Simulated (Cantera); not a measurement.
What does this Cantera script print?

```python
import numpy as np
import cantera as ct

gas_names = """
    Br Br2 H HBr H2 Si SiBr SiBr2 SiBr3 SiBr4 SiH SiHBr3 SiH2 SiH2Br2 SiH3 SiH3Br SiH4 Si2 Si3
""".split()
cond_names = """
    Br2(cr) Br2(L) Si(cr) Si(L)
""".split()


def load(file, names, dense=False):
    # The tables refer to 1 bar. Condensed volumes are neglected.
    table = {s.name: s for s in ct.Species.list_from_file(file)}
    out = []
    for n in names:
        d = dict(table[n].input_data)
        d["thermo"] = dict(d["thermo"], **{"reference-pressure": 1e5})
        if dense:
            d["equation-of-state"] = {"model": "constant-volume", "density": "1e6 g/cm^3"}
        out.append(ct.Species.from_dict(d))
    return out


gas = ct.Solution(thermo="ideal-gas", species=load("nasa_gas.yaml", gas_names))
cond = {s.name: ct.Solution(thermo="fixed-stoichiometry", species=[s], name=s.name)
        for s in load("nasa_condensed.yaml", cond_names, dense=True)}
atoms = {
    'Si': {'Si': 1},
    'Br2': {'Br': 2},
    'H2': {'H': 2},
}
top_T = {}  # K; cautious upper limits of use, not melting points


def equilibrate(T, P, feed):
    n = {}
    for name, mol in feed.items():
        for a, k in atoms[name].items():
            n[a] = n.get(a, 0.0) + k * mol
    gas.TPX = T, P, n
    mass = sum(n.values()) * gas.mean_molecular_weight
    gas.equilibrate("TP")
    valid = [c for c in cond.values() if c.min_temp <= T <= top_T.get(c.name, c.max_temp)]
    mix = ct.Mixture([(gas, mass / gas.mean_molecular_weight)] + [(c, 0.0) for c in valid])
    mix.T, mix.P = T, P
    mix.equilibrate("TP", solver="vcs", rtol=1e-11, max_steps=5000)
    return mix


results = []
feed = {'Si': 1, 'Br2': 5.1, 'H2': 26}  # mol
P = 13000  # Pa
for T in [648, 698, 748, 798, 848, 898, 948, 998, 1048, 1098, 1148, 1198, 1248, 1298]:
    mix = equilibrate(T, P, feed)
    results.append((T, P, feed, dict(zip(mix.species_names, mix.species_moles))))

top = {s: max(r[3][s] / sum(r[3][g] for g in gas_names) for r in results) for s in gas_names}
cols = sorted((s for s in top if top[s] > 1e-06), key=lambda s: -top[s])[:6]
seen = [c for c in cond_names if any(r[3].get(c, 0) > 1e-12 for r in results)]
print("log10 of partial pressures in bar; condensed amounts in mol")
print(f"{'T/K':>10s}" + "".join(f"{s[:9]:>10s}" for s in cols + seen))
for T, P, feed, n in results:
    ng = sum(n[g] for g in gas_names)
    print(f"{T:10.4g}" + "".join(f"{np.log10(max(n[s] / ng * P / 1e5, 1e-99)):10.3f}" for s in cols)
          + "".join(f"{n.get(c, 0):10.4g}" for c in seen))
```

Output:

```
log10 of partial pressures in bar; condensed amounts in mol
       T/K        H2       HBr     SiBr4     SiBr2     SiBr3    SiHBr3
       648    -1.005    -1.572    -2.365   -13.765   -10.170    -6.190
       698    -1.005    -1.572    -2.365   -12.126    -9.165    -5.778
       748    -1.005    -1.572    -2.365   -10.710    -8.296    -5.422
       798    -1.005    -1.572    -2.365    -9.475    -7.539    -5.113
       848    -1.005    -1.572    -2.366    -8.390    -6.873    -4.842
       898    -1.005    -1.572    -2.367    -7.428    -6.283    -4.603
       948    -1.005    -1.572    -2.369    -6.572    -5.758    -4.391
       998    -1.005    -1.571    -2.372    -5.805    -5.287    -4.202
      1048    -1.005    -1.570    -2.376    -5.116    -4.865    -4.034
      1098    -1.006    -1.569    -2.385    -4.498    -4.488    -3.888
      1148    -1.007    -1.565    -2.403    -3.950    -4.156    -3.767
      1198    -1.009    -1.558    -2.440    -3.480    -3.879    -3.683
      1248    -1.013    -1.544    -2.514    -3.105    -3.673    -3.654
      1298    -1.018    -1.525    -2.640    -2.831    -3.547    -3.694
```

Method: chemical equilibrium by Gibbs-energy minimisation in Cantera with the NASA 1993 tables (ideal gas, pure condensed phases). The tables' values for SiBr3 are old estimates; treat these amounts as uncertain.
